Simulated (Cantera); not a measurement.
An isothermal, constant-pressure homogeneous reactor starts with 0.660 % CO, 1.18 % O2, 7.69 % H2O, 90.5 % N2, equivalence ratio 0.28, at 1150 K and 7500 Torr.

Detailed kinetics in Cantera: GRI-Mech 3.0 (53 species, 325 reactions).

x: mole fraction; the columns are a selection and need not sum to one.

```csv
t (s),x CO,x O2,x H2O,x HO2,x CO2
0.000700,0.00660,0.0118,0.0769,6.02e-8,2.17e-7
0.00141,0.00660,0.0118,0.0769,2.79e-7,1.35e-6
0.00282,0.00658,0.0117,0.0769,2.89e-6,2.09e-5
0.00566,0.00632,0.0116,0.0769,7.44e-6,[?]
0.0114,0.00571,0.0113,0.0769,7.19e-6,0.000902
0.0228,0.00471,0.0108,0.0769,6.48e-6,0.00190
0.0458,0.00335,0.0102,0.0770,5.22e-6,0.00326
0.0920,0.00195,0.00947,0.0770,3.59e-6,0.00467
0.185,0.000900,0.00894,0.0771,2.07e-6,0.00572
0.371,[?],0.00865,0.0771,[?],0.00631
0.744,7.65e-5,0.00853,0.0772,3.46e-7,0.00655
1.49,8.17e-6,0.00849,0.0772,5.42e-8,0.00662
3.00,1.02e-8,0.00849,0.0772,1.20e-9,0.00663
```

Q: Fill in the missing entries.

A: 
- 0.00566, x CO2: 0.000288
- 0.371, x CO: 0.000319
- 0.371, x HO2: 9.86e-7
